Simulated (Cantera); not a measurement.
Roasting and sulfation: MgO + H2S + O2

Input: 1 mol MgO, 0.11 mol H2S, 7.5 mol O2, equilibrated at 0.0240 bar.

Equilibrium computed with Cantera from the NASA thermochemical tables; the gas is ideal and each condensed phase is pure. Candidate condensed phases: H2O, H2SO4, Mg, MgO, Mg(OH)2, MgS, MgSO4, S; 26 gas species. Equilibrium is a limit: real reactors are often held back by kinetics, nucleation or transport.

```
T (°C)   x O2   x SO2   x H2O      x OH  n MgO(s)
------  -----  ------  ------  --------  --------
1275    0.971  0.0145  0.0145  0.000166      1.00
1325    0.971  0.0145  0.0144  0.000247      1.00
1375    0.971  0.0145  0.0144  0.000357      1.00
1425    0.970  0.0145  0.0143  0.000505      1.00
1475    0.970  0.0145  0.0142  0.000700      1.00
1525    0.970  0.0145  0.0141  0.000952     1.000
1575    0.969  0.0145  0.0139   0.00127     1.000
```
x: gas mole fraction; n: condensed amount in mol.

From 1275 °C to 1575 °C the condensed part is MgO(s).
